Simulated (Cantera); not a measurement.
A freely propagating, adiabatic, planar premixed flame of H2 : O2 : N2 = 1 : 0.333 : 1.25 (molar parts), unburnt at 600 K and 1.01 bar; mixture-averaged transport, grid criteria slope 0.08 and curve 0.16, no radiation.

Model: the H2/O2 subset of GRI-Mech 3.0, which has no nitrogen chemistry, integrated in Cantera. Burning velocities carry a grid error of a few per cent, more on coarse grids.

### Question
Predict: laminar burning velocity; thermal thickness; peak x(H2O2); peak x(OH); peak x(H).

### Answer
```json
{
  "laminar_burning_velocity": "900 cm/s",
  "thermal_thickness": "0.447 mm",
  "peak x(H2O2)": "1.10e-5",
  "peak x(OH)": "0.0119",
  "peak x(H)": "0.0917"
}
```
